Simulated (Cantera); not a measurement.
# Equilibrium for silicon oxide and oxynitride deposition: SiCl4 + O3

A closed system holds: 1 mol SiCl4, 0.14 mol O3, equilibrated at 1.00 bar.

Method: chemical equilibrium by Gibbs-energy minimisation in Cantera with the NASA 1993 tables (ideal gas, pure condensed phases). Candidate condensed phases: Si, SiO2; 15 gas species. The tables' values for SiCl3 are old estimates; treat these amounts as uncertain. The tables hold silica as quartz up to 1696 K and as liquid above; real silica turns to tridymite and cristobalite and melts near 1996 K. The numbers say what is thermodynamically allowed, not how fast it happens.

```csv
T (K),x SiCl4,x Cl2,x Cl,x SiCl3,x ClO,x SiCl2,x O2,n SiO2(α-quartz),n SiO2(β-quartz),n SiO2(condensed)
573,0.653,0.347,3.62e-9,<1e-12,<1e-12,<1e-12,<1e-12,0.210,0,0
673,0.653,0.347,1.67e-7,<1e-12,<1e-12,<1e-12,<1e-12,0.210,0,0
773,0.653,0.347,2.88e-6,<1e-12,<1e-12,<1e-12,<1e-12,0.210,0,0
873,0.653,0.347,2.61e-5,6.63e-12,<1e-12,<1e-12,<1e-12,0,0.210,0
973,0.653,0.347,0.000151,3.01e-10,1.80e-11,<1e-12,3.14e-12,0,0.210,0
1073,0.653,0.347,0.000633,6.67e-9,2.38e-10,<1e-12,5.31e-11,0,0.210,0
1173,0.652,0.346,0.00208,8.67e-8,2.03e-9,<1e-12,5.52e-10,0,0.210,0
1273,0.651,0.343,0.00568,7.51e-7,1.23e-8,5.68e-12,3.92e-9,0,0.210,0
1373,0.649,0.338,0.0134,4.74e-6,5.62e-8,1.60e-10,2.05e-8,0,0.210,0
1473,0.644,0.328,0.0278,2.33e-5,2.05e-7,2.89e-9,8.34e-8,0,0.210,0
1573,0.636,0.312,0.0522,9.40e-5,6.09e-7,3.66e-8,2.70e-7,0,0.210,0
1673,0.623,0.287,0.0891,0.000323,1.51e-6,3.50e-7,7.08e-7,0,0.210,0
1773,0.606,0.253,0.140,0.000980,3.10e-6,2.69e-6,1.47e-6,0,0,0.210
```
x: gas mole fraction; n: condensed amount in mol.

From 573 K to 773 K the condensed part is SiO2(α-quartz). From 873 K to 1673 K the condensed part is SiO2(β-quartz). At 1773 K the condensed part is SiO2(condensed). The main Si-bearing gas is SiCl4 throughout.
